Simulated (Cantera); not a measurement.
Feed: 1 mol Fe, 0.023 mol Cl2, 1.1 mol H2, 0.01 mol HCl, held at 0.470 bar.

Equilibrium computed with Cantera from the NASA thermochemical tables; the gas is ideal and each condensed phase is pure. Candidate condensed phases: Fe, FeCl2, FeCl3; 11 gas species. Rates play no part.

x: gas mole fraction; n: condensed amount in mol.

```json
[
 {"T (K)": "798", "x H2": "0.951", "x HCl": "0.0492", "x FeCl2": "0.000123", "x H": "3.79e-12", "x Fe2Cl4": "(withheld)", "n Fe(α)": "1.000", "n Fe(γ)": "0"},
 {"T (K)": "898", "x H2": "0.951", "x HCl": "0.0489", "x FeCl2": "0.000250", "x H": "1.56e-10", "x Fe2Cl4": "(withheld)", "n Fe(α)": "1.000", "n Fe(γ)": "0"},
 {"T (K)": "998", "x H2": "0.951", "x HCl": "0.0486", "x FeCl2": "0.000431", "x H": "3.06e-9", "x Fe2Cl4": "(withheld)", "n Fe(α)": "1.000", "n Fe(γ)": "0"},
 {"T (K)": "1098", "x H2": "0.951", "x HCl": "0.0481", "x FeCl2": "0.000650", "x H": "3.52e-8", "x Fe2Cl4": "(withheld)", "n Fe(α)": "0.999", "n Fe(γ)": "0"},
 {"T (K)": "1198", "x H2": "0.951", "x HCl": "0.0476", "x FeCl2": "0.000890", "x H": "2.70e-7", "x Fe2Cl4": "(withheld)", "n Fe(α)": "0", "n Fe(γ)": "0.999"},
 {"T (K)": "1298", "x H2": "0.952", "x HCl": "0.0471", "x FeCl2": "0.00114", "x H": "1.52e-6", "x Fe2Cl4": "(withheld)", "n Fe(α)": "0", "n Fe(γ)": "0.999"},
 {"T (K)": "1398", "x H2": "0.952", "x HCl": "0.0466", "x FeCl2": "0.00141", "x H": "6.73e-6", "x Fe2Cl4": "(withheld)", "n Fe(α)": "0", "n Fe(γ)": "0.998"},
 {"T (K)": "1498", "x H2": "0.952", "x HCl": "0.0461", "x FeCl2": "0.00167", "x H": "2.45e-5", "x Fe2Cl4": "(withheld)", "n Fe(α)": "0", "n Fe(γ)": "0.998"}
]
```

Complete the blanks.


- 798, x Fe2Cl4: 6.42e-6
- 898, x Fe2Cl4: 2.37e-6
- 998, x Fe2Cl4: 1.03e-6
- 1098, x Fe2Cl4: 4.89e-7
- 1198, x Fe2Cl4: 2.51e-7
- 1298, x Fe2Cl4: 1.39e-7
- 1398, x Fe2Cl4: 8.28e-8
- 1498, x Fe2Cl4: 5.23e-8
